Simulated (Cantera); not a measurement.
Input: 1 mol Si3N4, 19 mol HF, 87 mol H2, 0.15 mol O2, at 900 °C and 2100 Pa.

Equilibrium computed with Cantera from the NASA thermochemical tables; the gas is ideal and each condensed phase is pure. Candidate condensed phases: H2O, Si, SiO2, Si2N2O, Si3N4; 58 gas species. Rates play no part.

What is the equilibrium state?


```json
{
  "x(H2)": "0.883",
  "x(HF)": "0.0667",
  "x(SiF4)": "0.0286",
  "x(N2)": "0.0190",
  "x(H2O)": "0.00286",
  "x(SiHF3)": "9.11e-6",
  "x(SiF3)": "3.31e-6",
  "gas_amount": "105.0 mol",
  "log10 activity of Si(s) (absent)": "-9.97"
}
```
